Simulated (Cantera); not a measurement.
An adiabatic, constant-pressure homogeneous reactor starts with CO : H2 : CH4 : O2 : N2 = 1 : 0.16 : 0.15 : 0.463 : 1.74 (molar parts), at 1673 K and 0.370 bar.

Cantera simulation using GRI-Mech 3.0 (53 species, 325 reactions); the numbers are that mechanism's predictions, not measurements.

One state of this run: T (K) = 2751; x CO = 0.234; x H2 = 0.0299; x CH4 = <1e-12; x C2H6 = <1e-12; x C2H = <1e-12; x CH3 = <1e-12. x: mole fraction; the columns are a selection and need not sum to one.

Q: Which value of t (s) does it belong to?
A) 7.29e-6
B) 0.823
C) 9.67e-5
D) 2.65e-5

A: B, 0.823
